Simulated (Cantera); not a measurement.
# Equilibrium for metals in furnace atmospheres: Fe + SO2 + CO

A closed system holds: 1 mol Fe, 0.012 mol SO2, 2 mol CO, at 24.0 Pa.

These are equilibrium values from Cantera (NASA tables, ideal gas, pure condensed phases), not measurements of a reactor. Candidate condensed phases: C, Fe, Fe(CO)5, FeO, FeS, FeSO4, FeS2, Fe2O3, Fe2(SO4)3, Fe3O4, S; 25 gas species. Kinetics and transport are ignored.

```json
[
 {"T (K)": "1525", "x CO": "0.984", "x Fe": "0.00105", "x CO2": "0.0119", "x S2": "0.00282", "x S": "0.000186", "x SO": "5.69e-5", "x FeO": "1.52e-7", "x COS": "8.70e-5", "n Fe(γ)": "0.998", "n Fe(δ)": "0", "n Fe(l)": "0"},
 {"T (K)": "1575", "x CO": "0.982", "x Fe": "0.00285", "x CO2": "0.0118", "x S2": "0.00273", "x S": "0.000315", "x SO": "9.70e-5", "x FeO": "5.38e-7", "x COS": "6.88e-5", "n Fe(γ)": "0.994", "n Fe(δ)": "0", "n Fe(l)": "0"},
 {"T (K)": "1625", "x CO": "0.978", "x Fe": "0.00722", "x CO2": "0.0117", "x S2": "0.00260", "x S": "0.000511", "x SO": "0.000158", "x FeO": "1.76e-6", "x COS": "5.44e-5", "n Fe(γ)": "0.985", "n Fe(δ)": "0", "n Fe(l)": "0"},
 {"T (K)": "1675", "x CO": "0.968", "x Fe": "0.0173", "x CO2": "0.0114", "x S2": "0.00238", "x S": "0.000791", "x SO": "0.000243", "x FeO": "5.30e-6", "x COS": "4.26e-5", "n Fe(γ)": "0", "n Fe(δ)": "0.965", "n Fe(l)": "0"},
 {"T (K)": "1725", "x CO": "0.946", "x Fe": "0.0393", "x CO2": "0.0110", "x S2": "0.00207", "x S": "0.00116", "x SO": "0.000354", "x FeO": "1.49e-5", "x COS": "3.25e-5", "n Fe(γ)": "0", "n Fe(δ)": "0.918", "n Fe(l)": "0"},
 {"T (K)": "1775", "x CO": "0.901", "x Fe": "0.0849", "x CO2": "0.0103", "x S2": "0.00166", "x S": "0.00159", "x SO": "0.000478", "x FeO": "3.91e-5", "x COS": "2.33e-5", "n Fe(γ)": "0", "n Fe(δ)": "0.814", "n Fe(l)": "0"},
 {"T (K)": "1825", "x CO": "0.813", "x Fe": "0.174", "x CO2": "0.00905", "x S2": "0.00114", "x S": "0.00198", "x SO": "0.000582", "x FeO": "9.56e-5", "x COS": "1.49e-5", "n Fe(γ)": "0", "n Fe(δ)": "0", "n Fe(l)": "0.576"},
 {"T (K)": "1875", "x CO": "0.657", "x Fe": "0.332", "x CO2": "0.00703", "x S2": "0.000605", "x S": "0.00211", "x SO": "0.000597", "x FeO": "0.000211", "x COS": "7.54e-6", "n Fe(γ)": "0", "n Fe(δ)": "0", "n Fe(l)": "0"}
]
```
x: gas mole fraction; n: condensed amount in mol.

From 1525 K to 1625 K the condensed part is Fe(γ). From 1675 K to 1775 K the condensed part is Fe(δ). At 1825 K the condensed part is Fe(l). At 1875 K nothing is condensed. The main Fe-bearing gas is Fe throughout. The share of Fe in condensed phases is highest at 1525 K (99.8 %) and lowest at 1875 K (0.0 %).
